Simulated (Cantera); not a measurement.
Feed: 1 mol CO, a varied amount of H2O, 0.95 mol N2, equilibrated at 673 K and 0.100 bar.

Method: chemical equilibrium by Gibbs-energy minimisation in Cantera with the NASA 1993 tables (ideal gas, pure condensed phases). Candidate condensed phases: C, C6H6, C7H8, C8H18, H2O; 136 gas species. Kinetics and transport are ignored.

Question: What share of the C ends up in condensed phases as a function of n(H2O) (mol), at 0.33, 0.4, 0.49, 0.59, 0.72, 0.87, 1.1, 1.3, 1.6, 1.9?

Answer: 
```tsv
n(H2O) (mol)	C condensed (%)	as
0.33	40.5	C(graphite)
0.4	38.4	C(graphite)
0.49	35.5	C(graphite)
0.59	32.3	C(graphite)
0.72	27.8	C(graphite)
0.87	22.5	C(graphite)
1.1	14.1	C(graphite)
1.3	6.7	C(graphite)
1.6	0.0	-
1.9	0.0	-
```
